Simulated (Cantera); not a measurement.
A perfectly stirred reactor is fed with H2 : O2 : N2 = 1.1 : 1 : 1.4 (molar parts), equivalence ratio 0.55, at 0.180 bar; it is held at 975 K, and followed from long to short residence time.

Model: the H2/O2 subset of GRI-Mech 3.0, which has no nitrogen chemistry, integrated in Cantera. The temperature is held fixed by assumption; the heat of reaction is taken as removed at once.

**Question.** What does this change do: N2 1.4 to 2.7 parts?

**Answer.** 
| quantity | before | after |
|---|---|---|
| x(H2) at τ = 0.990 s | 0.00587 | 0.00241 |
| x(O2) at τ = 0.990 s | 0.155 | 0.107 |
| x(OH) at τ = 0.990 s | 2.35e-5 | 4.10e-5 |
| x(H2O2) at τ = 0.990 s | 2.39e-5 | 4.23e-6 |
| x(O) at τ = 0.990 s | 1.95e-5 | 2.90e-5 |
| x(H2) at τ = 28.0 ms | 0.0200 | 0.0125 |
| x(O2) at τ = 28.0 ms | 0.161 | 0.111 |
| x(OH) at τ = 28.0 ms | 0.000233 | 0.000264 |
| x(H2O2) at τ = 28.0 ms | 5.73e-6 | 2.49e-6 |
| x(O) at τ = 28.0 ms | 0.000255 | 0.000300 |
